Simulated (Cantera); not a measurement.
What does this Cantera script print?

```python
import numpy as np
import cantera as ct

gas = ct.Solution("gri30.yaml")
gas.TPX = 375, 880000, {'CH4': 1, 'O2': 1.82, 'N2': 6.84, 'H2O': 1}
inlet = ct.Reservoir(gas, clone=True)
gas.equilibrate("HP")  # start burning
reactor = ct.IdealGasConstPressureReactor(gas, energy="on", clone=False)
exhaust = ct.Reservoir(gas, clone=True)
tau = [0.31, 0.15, 0.068, 0.032, 0.015, 0.0071, 0.0034, 0.0016, 0.00074, 0.00035, 0.00016, 7.8e-05][0]
for a, b in ((inlet, reactor), (reactor, exhaust)):
    ct.MassFlowController(a, b, mdot=lambda t: reactor.mass / tau)
net = ct.ReactorNet([reactor])
show = ['CH4', 'O2', 'H2O', 'CH2O', 'C2H2', 'C2H6']

rows = []
print(f"{'tau/s':>10s}{'T/K':>9s}" + "".join(f"{s:>11s}" for s in show))
for tau in [0.31, 0.15, 0.068, 0.032, 0.015, 0.0071, 0.0034, 0.0016, 0.00074, 0.00035, 0.00016, 7.8e-05]:
    net.initial_time = 0.0
    net.advance(30 * tau)
    before = gas.X
    net.advance(40 * tau)
    drift = np.max(np.abs(gas.X - before) / (gas.X + 1e-9))
    rows.append([gas.T, *gas[show].X, drift])
    print(f"{tau:10.3e}{gas.T:9.1f}" + "".join(f"{x:11.3e}" for x in gas[show].X))
```

Result:

```
     tau/s      T/K        CH4         O2        H2O       CH2O       C2H2       C2H6
 3.100e-01   2100.3  1.038e-05  4.316e-05  2.623e-01  2.806e-07  2.760e-08  1.007e-10
 1.500e-01   2099.6  1.766e-05  6.842e-05  2.623e-01  5.234e-07  8.146e-08  3.292e-10
 6.800e-02   2098.5  2.912e-05  1.176e-04  2.622e-01  9.895e-07  2.265e-07  1.066e-09
 3.200e-02   2096.7  4.374e-05  1.989e-04  2.620e-01  1.743e-06  5.166e-07  2.915e-09
 1.500e-02   2093.8  6.254e-05  3.358e-04  2.618e-01  2.973e-06  1.040e-06  7.263e-09
 7.100e-03   2089.5  8.679e-05  5.587e-04  2.614e-01  4.916e-06  1.890e-06  1.663e-08
 3.400e-03   2083.2  1.205e-04  9.169e-04  2.609e-01  7.977e-06  3.259e-06  3.641e-08
 1.600e-03   2073.4  1.752e-04  1.519e-03  2.601e-01  1.315e-05  5.753e-06  8.272e-08
 7.400e-04   2058.2  2.768e-04  2.566e-03  2.590e-01  2.248e-05  1.113e-05  2.104e-07
 3.500e-04   2034.0  4.908e-04  4.431e-03  2.574e-01  4.023e-05  2.546e-05  6.565e-07
 1.600e-04   1970.2  1.419e-03  1.009e-02  2.537e-01  9.734e-05  1.222e-04  5.811e-06
 7.800e-05    375.0  9.381e-02  1.707e-01  9.381e-02 -1.767e-17 -5.112e-18 -1.240e-17
```

Computed with Cantera and GRI-Mech 3.0 (53 species, 325 reactions).
